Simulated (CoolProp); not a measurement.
Vapour-liquid equilibrium of R134a (1) + R1234ze(E) (2) at -53.05 °C; x and y are mole fractions of (1).

Model: multi-fluid Helmholtz-energy mixture model, Tillner-Roth 1994 and Thol 2016; pair parameters Bell 2022, in CoolProp.

```json
[
 {"x": "0.05", "bubble pressure, mixture model (MPa)": "0.01815", "bubble pressure, Raoult's law (MPa)": "0.01776", "y, mixture model": "0.088", "y, Raoult's law": "0.069"},
 {"x": "0.15", "bubble pressure, mixture model (MPa)": "0.01941", "bubble pressure, Raoult's law (MPa)": "0.01848", "y, mixture model": "0.231", "y, Raoult's law": "0.200"},
 {"x": "0.25", "bubble pressure, mixture model (MPa)": "0.02045", "bubble pressure, Raoult's law (MPa)": "0.01919", "y, mixture model": "0.347", "y, Raoult's law": "0.320"},
 {"x": "0.35", "bubble pressure, mixture model (MPa)": "0.02132", "bubble pressure, Raoult's law (MPa)": "0.01991", "y, mixture model": "0.447", "y, Raoult's law": "0.432"},
 {"x": "0.45", "bubble pressure, mixture model (MPa)": "0.02205", "bubble pressure, Raoult's law (MPa)": "0.02063", "y, mixture model": "0.537", "y, Raoult's law": "0.536"},
 {"x": "0.55", "bubble pressure, mixture model (MPa)": "0.02268", "bubble pressure, Raoult's law (MPa)": "0.02135", "y, mixture model": "0.622", "y, Raoult's law": "0.633"},
 {"x": "0.65", "bubble pressure, mixture model (MPa)": "0.02323", "bubble pressure, Raoult's law (MPa)": "0.02207", "y, mixture model": "0.704", "y, Raoult's law": "0.724"},
 {"x": "0.75", "bubble pressure, mixture model (MPa)": "0.02370", "bubble pressure, Raoult's law (MPa)": "0.02279", "y, mixture model": "0.787", "y, Raoult's law": "0.809"},
 {"x": "0.85", "bubble pressure, mixture model (MPa)": "0.02410", "bubble pressure, Raoult's law (MPa)": "0.02350", "y, mixture model": "0.870", "y, Raoult's law": "0.889"},
 {"x": "0.95", "bubble pressure, mixture model (MPa)": "0.02443", "bubble pressure, Raoult's law (MPa)": "0.02422", "y, mixture model": "0.956", "y, Raoult's law": "0.964"}
]
```

The largest gap from Raoult's law is +7.1 % in bubble pressure, at x = 0.35. No azeotrope shows between x = 0.05 and 0.95.

The pair parameters rest on a limited set of measurements; away from them the model extrapolates.
